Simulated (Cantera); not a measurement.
A freely propagating, adiabatic, planar premixed flame of 37.0 % H2, 13.2 % O2, 49.6 % N2, 0.215 % H2O, equivalence ratio 1.4, unburnt at 723 K and 10.0 bar; mixture-averaged transport, grid criteria slope 0.08 and curve 0.16, no radiation.

Computed with Cantera and the H2/O2 subset of GRI-Mech 3.0, which has no nitrogen chemistry. The hydrogen kinetics of GRI-Mech 3.0 are dated; newer H2 mechanisms differ, most at raised pressure. Burning velocities carry a grid error of a few per cent, more on coarse grids.

Predict: laminar burning velocity; thermal thickness; peak x(H); peak x(O); peak x(OH).


```json
{
 "laminar_burning_velocity": "1200 cm/s",
 "thermal_thickness": "0.0256 mm",
 "peak x(H)": "0.0473",
 "peak x(O)": "0.00498",
 "peak x(OH)": "0.0138"
}
```
